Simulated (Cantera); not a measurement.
Adiabatic ignition

An adiabatic, constant-pressure homogeneous reactor starts with 6.43 % CH4, 0.411 % C2H6, 8.94 % O2, 84.2 % N2, at 1523 K and 100000 Pa.

Cantera simulation using GRI-Mech 3.0 (53 species, 325 reactions); the numbers are that mechanism's predictions, not measurements.

| t (s) | T (K) | x CH4 | x C2H6 | x O2 | x OH | x C2H2 |
|---|---|---|---|---|---|---|
| 6.00e-6 | 1523 | 0.0643 | 0.00409 | 0.0894 | 8.11e-8 | 1.47e-11 |
| 1.61e-5 | 1522 | 0.0643 | 0.00405 | 0.0894 | 2.59e-7 | 4.38e-10 |
| 4.32e-5 | 1522 | 0.0642 | 0.00394 | 0.0893 | 9.18e-7 | 1.65e-8 |
| 0.000116 | 1522 | 0.0637 | 0.00372 | 0.0890 | 2.31e-6 | 6.41e-7 |
| 0.000311 | 1529 | 0.0610 | 0.00326 | 0.0873 | 4.84e-6 | 1.46e-5 |
| 0.000834 | 2061 | 0.00115 | 2.70e-6 | 0.0115 | 0.00152 | 0.00237 |
| 0.00224 | 2227 | <1e-12 | <1e-12 | 5.28e-5 | 0.00112 | <1e-12 |
| 0.00600 | 2247 | <1e-12 | <1e-12 | 1.12e-5 | 0.000530 | <1e-12 |
| 0.0161 | 2250 | <1e-12 | <1e-12 | 7.23e-6 | 0.000428 | <1e-12 |
| 0.0432 | 2250 | <1e-12 | <1e-12 | 7.17e-6 | 0.000426 | <1e-12 |
| 0.116 | 2251 | <1e-12 | <1e-12 | 7.17e-6 | 0.000426 | <1e-12 |
| 0.311 | 2251 | <1e-12 | <1e-12 | 7.18e-6 | 0.000426 | <1e-12 |
| 0.834 | 2251 | <1e-12 | <1e-12 | 7.18e-6 | 0.000426 | <1e-12 |
| 2.24 | 2251 | <1e-12 | <1e-12 | 7.18e-6 | 0.000426 | <1e-12 |
| 6.00 | 2251 | <1e-12 | <1e-12 | 7.18e-6 | 0.000426 | <1e-12 |
x: mole fraction; the columns are a selection and need not sum to one.

```
Property                                                             Value
---------------------------------  ---------------------------------------
time of steepest temperature rise                                 0.830 ms
temperature at 6.00 s                                               2251 K
equilibrium temperature                                             2251 K
x(CH4) at 6.00 s                     <1e-12 (gas-phase equilibrium <1e-12)
x(C2H6) at 6.00 s                    <1e-12 (gas-phase equilibrium <1e-12)
x(O2) at 6.00 s                    7.18e-6 (gas-phase equilibrium 7.18e-6)
```
